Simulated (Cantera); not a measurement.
Feed: 1 mol SiCl4, 1.5 mol NH3, 2.2 mol N2, held at 17.0 mbar.

These are equilibrium values from Cantera (NASA tables, ideal gas, pure condensed phases), not measurements of a reactor. Candidate condensed phases: NH4Cl, Si, Si3N4; 28 gas species. The tables' values for SiCl3 are old estimates; treat these amounts as uncertain. The numbers say what is thermodynamically allowed, not how fast it happens.

### Question
At 777 °C, list the 4 most abundant gas species with their mole fractions, and the condensed phases.

### Answer
N2 0.402, HCl 0.359, H2 0.172, SiCl4 0.0662. Condensed: Si3N4(s).
